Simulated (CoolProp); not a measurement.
The numbers come from the reference Helmholtz-energy equation of state, Guder 2009 in CoolProp.

Task: For sulfur hexafluoride, give the phase and the cv (kJ/(kg K)), speed of sound (m/s) at 352.1 K and 0.901 MPa.

Result: 
- 352.1 K and 0.901 MPa: gas; cv 0.692, speed of sound 140
